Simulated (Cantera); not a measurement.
Feed: 1 mol B₂O₃, 12 mol H₂, 4.3 mol N₂, at 2398.15 K and 0.133 bar.

Method: chemical equilibrium by Gibbs-energy minimisation in Cantera with the NASA 1993 tables (ideal gas, pure condensed phases). Candidate condensed phases: B, BN, B₂O₃, B₃O₃H₃, H₂O; 39 gas species. Kinetics and transport are ignored.

Base state: H₂ 0.618, N₂ 0.242, H 0.0339, HBO 0.0302, HBO₂ 0.0301, BO 0.0173, B₂O₃ 0.0149, H₂O 0.0108 (mole fractions); condensed: gas only.

What changes in the equilibrium state with this change: temperature from 2398.15 K to 1123.15 K?


| species | before | after |
|---|---|---|
| H₂ | 0.618 | 0.734 |
| N₂ | 0.242 | 0.263 |
| H₂O | 0.0108 | 0.00222 |
| H | 0.0339 | 1.00e-7 |
| HBO | 0.0302 | 2.60e-7 |
| BO | 0.0173 | <1e-9 |
| B₂O₃ | 0.0149 | 4.67e-9 |
| HBO₂ | 0.0301 | 3.31e-5 |
| B₂O₂ | 0.00245 | <1e-9 |
| BO₂ | 0.000365 | <1e-9 |
| BN(s), mol | 0 | 0.0243 |
| B₂O₃(l), mol | 0 | 0.988 |
N₂ is the only nitrogen source here; it is nearly inert below about 1500 K, so the nitride shown seldom forms there in practice. Mutual solubility and eutectic melting of coexisting phases are not modelled. Gases not in the tables: H₃BO₃.

What changes in the equilibrium state with this change: temperature from 2398.15 K to 1175 K?


```csv
species,before,after
H₂,0.618,0.734
N₂,0.242,0.263
H₂O,0.0108,0.00217
H,0.0339,2.88e-7
HBO,0.0302,1.03e-6
BO,0.0173,<1e-9
B₂O₃,0.0149,2.99e-8
HBO₂,0.0301,7.37e-5
B₂O₂,0.00245,<1e-9
BO₂,0.000365,<1e-9
OH,0.000109,<1e-9
"BN(s), mol",0,0.0239
"B₂O₃(l), mol",0,0.987
```
N₂ is the only nitrogen source here; it is nearly inert below about 1500 K, so the nitride shown seldom forms there in practice. Mutual solubility and eutectic melting of coexisting phases are not modelled. Gases not in the tables: H₃BO₃.

What changes in the equilibrium state with this change: H₂ from 12 to 43 mol?


```csv
species,before,after
H₂,0.618,0.828
N₂,0.242,0.0869
H,0.0339,0.0393
HBO₂,0.0301,0.00971
B₂O₃,0.0149,0.00201
BO,0.0173,0.00841
HBO,0.0302,0.0170
H₂O,0.0108,0.00831
B₂O₂,0.00245,0.000580
BO₂,0.000365,0.000102
OH,0.000109,7.23e-5
```
